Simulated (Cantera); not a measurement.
Feed: 1 mol SiC, 0.41 mol H2O, a varied amount of H2, equilibrated at 1425 K and 0.120 bar.

Method: chemical equilibrium by Gibbs-energy minimisation in Cantera with the NASA 1993 tables (ideal gas, pure condensed phases). Candidate condensed phases: C, C6H6, C7H8, C8H18, H2O, Si, SiC, SiO2; 123 gas species. Mutual solubility and eutectic melting of coexisting phases are not modelled. The tables hold silica as quartz up to 1696 K and as liquid above; real silica turns to tridymite and cristobalite and melts near 1996 K. The numbers say what is thermodynamically allowed, not how fast it happens.

log p: log10 of the partial pressure in bar; n: condensed amount in mol.

```tsv
n(H2) (mol)	log p H2	log p CO	log p SiO	log p CH4	log p H	n SiC(s)	n SiO2(β-quartz)
100	-0.92	-3.77	-4.52	-5.32	-5.63	0.854	0.121
150	-0.92	-3.93	-4.47	-5.42	-5.63	0.848	0.110
190	-0.92	[?]	-4.44	[?]	-5.63	0.843	[?]
240	-0.92	-4.10	-4.41	-5.54	-5.63	0.836	0.0863
280	-0.92	-4.16	-4.39	-5.57	-5.63	0.830	0.0753
330	-0.92	-4.21	-4.38	-5.61	-5.63	0.823	0.0611
370	-0.92	-4.24	-4.36	-5.63	-5.63	0.817	0.0494
420	-0.92	-4.28	-4.35	-5.66	-5.63	0.809	0.0345
460	-0.92	-4.31	-4.34	-5.67	-5.63	0.803	0.0224
510	-0.92	-4.34	-4.33	-5.69	-5.63	0.795	0.00701
560	-0.92	-4.37	-4.35	-5.70	-5.63	0.791	0
600	-0.92	-4.40	-4.38	-5.70	-5.63	0.791	0
650	-0.92	-4.44	-4.41	-5.70	-5.63	0.791	0
```

Question: Fill in the missing entries.

Answer: 
- 190, log p CO: -4.02
- 190, log p CH4: -5.48
- 190, n SiO2(β-quartz): 0.0995
